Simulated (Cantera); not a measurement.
Charge: 1 mol CuO, 4.3 mol H₂, 1.1 mol N₂, at 133 Pa.

These are equilibrium values from Cantera (NASA tables, ideal gas, pure condensed phases), not measurements of a reactor. Candidate condensed phases: Cu, CuO, Cu(OH)₂, Cu₂O, H₂O; 27 gas species. Rates play no part. All values below are at 2123 K.

Base state: H₂ 0.466, N₂ 0.166, Cu 0.151, H₂O 0.148, H 0.0671, OH 0.00263, O 0.000269, NO 6.35e-5 (mole fractions); condensed: gas only.

Problem. What changes in the equilibrium state with this change: H₂ from 4.3 to 190 mol?

Solution. 
| species | before | after |
|---|---|---|
| H₂ | 0.466 | 0.892 |
| H | 0.0671 | 0.0928 |
| N₂ | 0.166 | 0.00546 |
| Cu | 0.151 | 0.00496 |
| H₂O | 0.148 | 0.00490 |
| O₂ | 3.62e-5 | 1.08e-8 |
| Cu₂ | 1.47e-5 | 1.59e-8 |
| NO | 6.35e-5 | 1.99e-7 |
